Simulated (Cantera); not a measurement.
Feed: 1 mol Si, 1 mol H₂, at 0.100 bar.

These are equilibrium values from Cantera (NASA tables, ideal gas, pure condensed phases), not measurements of a reactor. Candidate condensed phases: Si; 9 gas species. Equilibrium is a limit: real reactors are often held back by kinetics, nucleation or transport. All values below are at 898 K.

Base state: H₂ 1.00 (mole fractions); condensed: Si(s).

What changes in the equilibrium state with this change: 0.11 mol HCl added?


```json
[
 {"species": "H₂", "before": "1.00", "after": "0.968"},
 {"species": "SiCl₄", "before": "0", "after": "0.0171"},
 {"species": "SiHCl₃", "before": "0", "after": "0.00890"},
 {"species": "HCl", "before": "0", "after": "0.00519"},
 {"species": "SiH₂Cl₂", "before": "0", "after": "0.000438"},
 {"species": "SiCl₃", "before": "0", "after": "0.000115"},
 {"species": "SiCl₂", "before": "0", "after": "3.75e-5"},
 {"species": "Si(s), mol", "before": "1.00", "after": "0.971"}
]
```
The tables' values for SiCl₃ are old estimates; treat these amounts as uncertain.
